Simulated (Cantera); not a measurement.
A freely propagating, adiabatic, planar premixed flame of 2.85 % C3H8, 19.5 % O2, 73.6 % N2, 3.99 % H2O, equivalence ratio 0.73, unburnt at 550 K and 1000000 Pa; multicomponent+Soret transport, grid criteria slope 0.08 and curve 0.16, no radiation.

Cantera simulation using GRI-Mech 3.0 (53 species, 325 reactions); the numbers are that mechanism's predictions, not measurements. GRI-Mech 3.0 was tuned for natural gas; its chemistry of propane as a main component is partial and can be far from experiment. Burning velocities carry a grid error of a few per cent, more on coarse grids.

**Question.** Predict: laminar burning velocity; thermal thickness; peak x(C2H6); peak x(HO2); peak x(CH2).

**Answer.** 
| Property | Result |
|---|---|
| laminar burning velocity | 36.8 cm/s |
| thermal thickness | 0.0719 mm |
| peak x(C2H6) | 0.000387 |
| peak x(HO2) | 0.000391 |
| peak x(CH2) | 7.19e-6 |
